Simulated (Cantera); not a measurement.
Charge: 1 mol C2H2, 7.5 mol H2, held at 26.0 Pa.

Method: chemical equilibrium by Gibbs-energy minimisation in Cantera with the NASA 1993 tables (ideal gas, pure condensed phases). Candidate condensed phases: C, C6H6, C7H8, C8H18; 76 gas species. The numbers say what is thermodynamically allowed, not how fast it happens.

log p: log10 of the partial pressure in bar; n: condensed amount in mol.

```
T (K)  log p H2  log p H  log p C2H2 (acetylene)  log p C3  n C(graphite)
-----  --------  -------  ----------------------  --------  -------------
1098      -3.59    -9.40                  -11.48      <-15           2.00
1198      -3.59    -8.51                  -10.59      <-15           2.00
1298      -3.59    -7.76                   -9.84      <-15           2.00
1398      -3.59    -7.12                   -9.20      <-15           2.00
1498      -3.59    -6.56                   -8.64      <-15           2.00
1598      -3.59    -6.07                   -8.16      <-15           2.00
1698      -3.59    -5.63                   -7.73         …           2.00
1798      -3.59    -5.25                   -7.36         …           2.00
1898      -3.61    -4.91                   -7.03         …           1.99
1998      -3.63    -4.61                   -6.75         …           1.99
2098      -3.67    -4.35                   -6.51         …           1.98
2198      -3.74    -4.12                   -6.33         …           1.96
2298      -3.84    -3.94                   -6.21         …           1.94
2398      -4.00    -3.80                   -6.16         …           1.91
```

**Question.** Complete the blanks.

**Answer.** 
- 1698, log p C3: -14.38
- 1798, log p C3: -12.97
- 1898, log p C3: -11.71
- 1998, log p C3: -10.58
- 2098, log p C3: -9.56
- 2198, log p C3: -8.63
- 2298, log p C3: -7.79
- 2398, log p C3: -7.02
